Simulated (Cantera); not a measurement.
## Equilibrium for abatement and gas-phase synthesis: S + H₂ + SO₂

A closed system holds: 1 mol S, a varied amount of H₂, 0.0095 mol SO₂, equilibrated at 2302 °C and 3.50 bar.

Equilibrium computed with Cantera from the NASA thermochemical tables; the gas is ideal and each condensed phase is pure. Candidate condensed phases: H₂O, H₂SO₄, S; 19 gas species. Equilibrium is a limit: real reactors are often held back by kinetics, nucleation or transport.

```csv
n(H₂) (mol),log p S₂,log p H₂,log p H₂S,log p SH,log p S,log p H₂O,log p H,log p SO
0.076,0.45,-0.60,-1.13,-0.79,-1.00,-1.46,-1.76,-1.26
0.12,0.41,-0.40,-0.95,-0.71,-1.02,-1.35,-1.66,-1.36
0.2,0.35,-0.19,-0.77,-0.64,-1.05,-1.27,-1.56,-1.51
0.34,0.26,0.00,-0.63,-0.59,-1.10,-1.25,-1.46,-1.73
0.55,0.14,0.14,-0.54,-0.57,-1.15,-1.29,-1.39,-1.97
0.91,-0.01,0.26,-0.51,-0.59,-1.23,-1.38,-1.33,-2.26
1.5,-0.21,0.35,-0.51,-0.65,-1.33,-1.51,-1.29,-2.57
2.4,-0.43,0.41,-0.56,-0.73,-1.44,-1.66,-1.26,-2.89
```
log p: log10 of the partial pressure in bar; nothing condenses.

From 0.076 mol H₂ to 2.4 mol H₂ nothing is condensed.
